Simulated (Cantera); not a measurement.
Input: 1 mol SiC, 0.0031 mol Si, 3.1 mol N2, held at 2475 K and 0.0100 bar.

Method: chemical equilibrium by Gibbs-energy minimisation in Cantera with the NASA 1993 tables (ideal gas, pure condensed phases). Candidate condensed phases: C, Si, SiC, Si3N4; 20 gas species. The tables' values for SiN are old estimates; treat these amounts as uncertain. Kinetics and transport are ignored.

Base state: N2 0.875, Si 0.0887, SiC2 0.0214, Si2C 0.0119, SiN 0.000869, CN 0.000782, Si2 0.000515, Si2N 0.000177 (mole fractions); condensed: C(graphite) + SiC(s).

Problem. What changes in the equilibrium state with this change: temperature from 2475 K to 2223 K?

Solution. 
| species | before | after |
|---|---|---|
| N2 | 0.875 | 0.994 |
| Si | 0.0887 | 0.00529 |
| SiC2 | 0.0214 | 0.000554 |
| Si2C | 0.0119 | 0.000335 |
| Si3 | 2.03e-5 | 2.26e-7 |
| C3 | 3.36e-5 | 3.83e-7 |
| SiC | 3.57e-5 | 4.94e-7 |
| C | 1.18e-5 | 2.29e-7 |
| Si2 | 0.000515 | 1.02e-5 |
| C(graphite), mol | 0.282 | 0.0128 |
| SiC(s), mol | 0.521 | 0.982 |

Problem. What changes in the equilibrium state with this change: temperature from 2475 K to 1573 K?

Solution. 
```tsv
species	before	after
N2	0.875	1.00
Si	0.0887	3.86e-7
SiN	0.000869	3.69e-8
SiC2	0.0214	<1e-9
Si2C	0.0119	1.02e-9
CN	0.000782	<1e-9
Si2	0.000515	<1e-9
C(graphite), mol	0.282	0
SiC(s), mol	0.521	1.00
Si3N4(s), mol	0	0.00103
```
Mutual solubility and eutectic melting of coexisting phases are not modelled.
